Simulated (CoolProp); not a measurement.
The fluid at 298.15 K and 0.377 MPa is compressed adiabatically to 0.723 MPa with isentropic efficiency 0.75. The same conditions are run with several fluids, on thermodynamics alone (safety and materials aside).

Computed with CoolProp (reference Helmholtz-energy equation of state of each fluid (R115: Lemmon 2016; R134a: Tillner-Roth 1994; R125: Lemmon 2005; nitrous oxide: Lemmon 2006; carbonyl sulfide: Lemmon 2006)).

Q: Rank R115, R134a, R125, nitrous oxide, carbonyl sulfide by work (kJ/kg), highest first.

A: nitrous oxide (51.3), carbonyl sulfide (36.5), R134a (19.7), R125 (17.1), R115 (13.0)

| fluid | final temperature (K) | final density (kg/m³) |
|---|---|---|
| R115 | 319.8 | 47.5 |
| R134a | 325.7 | 30.8 |
| R125 | 322.7 | 35.4 |
| nitrous oxide | 356.3 | 11.0 |
| carbonyl sulfide | 352.1 | 15.6 |
